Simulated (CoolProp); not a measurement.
Vapour-liquid equilibrium of n-heptane (1) + n-dodecane (2) at 95.45 °C; x and y are mole fractions of (1).

Values from CoolProp's multi-fluid Helmholtz-energy mixture model, Span 2003 and Lemmon 2004; pair parameters Bell 2016.

| x | bubble pressure, mixture model (MPa) | bubble pressure, Raoult's law (MPa) | y, mixture model | y, Raoult's law |
|---|---|---|---|---|
| 0.05 | 0.005794 | 0.006191 | 0.731 | 0.750 |
| 0.2 | 0.01930 | 0.01988 | 0.931 | 0.934 |
| 0.35 | 0.03346 | 0.03357 | 0.967 | 0.968 |
| 0.5 | 0.04750 | 0.04726 | 0.982 | 0.983 |
| 0.65 | 0.06114 | 0.06094 | 0.990 | 0.991 |
| 0.8 | 0.07452 | 0.07463 | 0.995 | 0.996 |
| 0.95 | 0.08815 | 0.08832 | 0.999 | 0.999 |

The largest gap from Raoult's law is -6.4 % in bubble pressure, at x = 0.05. No azeotrope shows between x = 0.05 and 0.95.

Pair parameters are fitted to limited data, so mixtures are less certain than the pure fluids. The gap from Raoult's law changes sign with composition, which may be real or a fault of the pair parameters; it wasn't checked against measurements.
